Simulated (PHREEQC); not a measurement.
Consider water at 55 °C with 0.11 mol HBF4 and 0.00011 mol Ca(OH)2 per kg of water. Closed to the air; pH follows from the charge balance.

All values are PHREEQC results (ion-association model, phreeqc.dat), not measurements.

This is a speciation only: nothing precipitates in the calculation.

Q: Order these B species by the share of B that they hold, largest first: BF2(OH)2-, H3BO3, BF3OH-, BF4-.

A: BF4- (92 %), H3BO3 (4.9 %), BF3OH- (2.4 %), BF2(OH)2- (0.38 %)

Q: Order these F species by the share of F that they hold, largest first: BF3OH-, BF2(OH)2-, HF, BF4-.

A: BF4- (92 %), HF (5.6 %), BF3OH- (1.8 %), BF2(OH)2- (0.19 %)

The pH is 1.07 and the ionic strength 0.105 mol/kgw. At this temperature some constants are extrapolated from 25 °C, and those without enthalpy data are left unchanged. Real BF4- forms and hydrolyses slowly; the run takes it at equilibrium.
